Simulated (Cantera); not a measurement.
Feed: 1 mol Si3N4, 0.23 mol N2O, 30 mol N2, equilibrated at 0.250 bar.

These are equilibrium values from Cantera (NASA tables, ideal gas, pure condensed phases), not measurements of a reactor. Candidate condensed phases: Si, SiO2, Si2N2O, Si3N4; 16 gas species. The tables' values for SiN are old estimates; treat these amounts as uncertain. The numbers say what is thermodynamically allowed, not how fast it happens. All values below are at 1975 K.

Base state: N2 0.992, SiO 0.00751, Si 7.87e-5, SiN 1.08e-5 (mole fractions); condensed: Si3N4(s).

Question: What changes in the equilibrium state with this change: N2O from 0.23 to 3.6 mol?

Answer: 
| species | before | after |
|---|---|---|
| N2 | 0.992 | 0.937 |
| SiO | 0.00751 | 0.0632 |
| Si | 7.87e-5 | 4.90e-7 |
| SiN | 1.08e-5 | 6.56e-8 |
| Si3N4(s), mol | 0.922 | 0 |
| SiO2(condensed), mol | 0 | 0.600 |
The tables hold silica as quartz up to 1696 K and as liquid above; real silica turns to tridymite and cristobalite and melts near 1996 K.
